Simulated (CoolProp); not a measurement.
Aqueous magnesium chloride as a coolant, 29 % by mass, freezing at -86.3 °C, 1 atm.

The numbers come from the Melinder's fits for secondary coolants in CoolProp.

| T (°C) | conductivity (W/(m K)) | Prandtl number | density (kg/m³) | cp (kJ/(kg K)) |
|---|---|---|---|---|
| -0.3 | 0.441 | 31000 | 1309 | 2.674 |
| 2.6 | 0.450 | 23200 | 1305 | 2.670 |
| 5.6 | … | 17400 | 1302 | 2.665 |
| 8.5 | 0.466 | … | 1298 | 2.659 |
| 11.4 | 0.474 | 10500 | 1295 | 2.653 |
| 14.3 | 0.482 | 8350 | 1291 | 2.645 |
| 17.3 | … | 6710 | 1288 | 2.637 |
| 20.2 | 0.498 | 5530 | 1285 | 2.627 |
| 23.1 | … | 4650 | 1282 | 2.616 |
| 26.1 | 0.513 | 3970 | 1279 | 2.604 |
| 29 | 0.521 | 3480 | 1277 | 2.590 |
| 31.9 | 0.528 | 3120 | … | 2.575 |

Q: What belongs in the gaps?

A: 
- 5.6, conductivity (W/(m K)): 0.458
- 8.5, Prandtl number: 13400
- 17.3, conductivity (W/(m K)): 0.490
- 23.1, conductivity (W/(m K)): 0.506
- 31.9, density (kg/m³): 1274
